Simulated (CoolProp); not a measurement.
Vapour-liquid equilibrium of cyclohexane (1) + n-octane (2) at 0.765 MPa; x and y are mole fractions of (1).

Computed with CoolProp (multi-fluid Helmholtz-energy mixture model, Zhou 2014 and Beckmüller 2019; pair parameters Bell 2016).

```tsv
x	bubble temperature (K)	y at the bubble point	dew temperature at overall composition x (K)	liquid density (mol/L)
0.05	488.2	0.087	489.5	4.548
0.125	483.5	0.211	486.8	4.721
0.2	479.0	0.324	483.9	4.901
0.275	474.5	0.426	481.0	5.087
0.35	470.2	0.519	477.8	5.281
0.425	466.1	0.601	474.6	5.483
0.5	462.1	0.675	471.1	5.694
0.575	458.4	0.741	467.4	5.914
0.65	454.7	0.800	463.5	6.145
0.725	451.3	0.852	459.3	6.387
0.8	448.0	0.898	454.7	6.643
0.875	444.9	0.940	449.7	6.913
0.95	442.0	0.977	444.1	7.200
```

No azeotrope shows between x = 0.05 and 0.95.

Pair parameters are fitted to limited data, so mixtures are less certain than the pure fluids.
